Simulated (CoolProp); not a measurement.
A single-stage vapour-compression cycle with the fluid: evaporating at 205.15 K (dew point), condensing at 268.15 K (bubble point), superheat 5 K, subcooling 8 K, compressor efficiency 0.85, no pressure losses. The same conditions are run with several fluids, on thermodynamics alone (safety and materials aside).

Values from CoolProp's reference Helmholtz-energy equation of state of each fluid (propylene: Lemmon 2013; C3F8 (R218): Lemmon 2006; CH2F2 (R32): Tillner-Roth 1997; ammonia: Gao 2020; R125: Lemmon 2005).

```
fluid        cooling COP  pressure ratio  discharge temperature (K)  refrigerating effect (kJ/kg)  volumetric capacity (kJ/m³)
-----------  -----------  --------------  -------------------------  ----------------------------  ---------------------------
propylene           2.25            13.9                      324.1                           344                          304
C3F8 (R218)         1.97            18.4                      268.2                          65.6                          137
CH2F2 (R32)         2.13            16.9                      391.9                           314                          389
ammonia             2.03            28.1                      489.0                          1230                          152
R125                2.15            16.8                      294.0                           115                          274
```

The compression ends wet for: C3F8 (R218).
